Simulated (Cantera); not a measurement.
Charge: 1 mol BN, 0.91 mol NF3, 4.9 mol N2, held at 700 K and 6.30 mbar.

Method: chemical equilibrium by Gibbs-energy minimisation in Cantera with the NASA 1993 tables (ideal gas, pure condensed phases). Candidate condensed phases: B, BN; 13 gas species. Equilibrium is a limit: real reactors are often held back by kinetics, nucleation or transport.

Base state: N2 0.865, BF3 0.135 (mole fractions); condensed: BN(s).

### Question
What changes in the equilibrium state with this change: NF3 from 0.91 to 4 mol?

### Answer
```json
[
 {"species": "N2", "before": "0.865", "after": "0.581"},
 {"species": "F2", "before": "<1e-9", "after": "0.189"},
 {"species": "NF3", "before": "<1e-9", "after": "0.134"},
 {"species": "BF3", "before": "0.135", "after": "0.0876"},
 {"species": "F", "before": "<1e-9", "after": "0.00790"},
 {"species": "BN(s), mol", "before": "0.0900", "after": "0"}
]
```
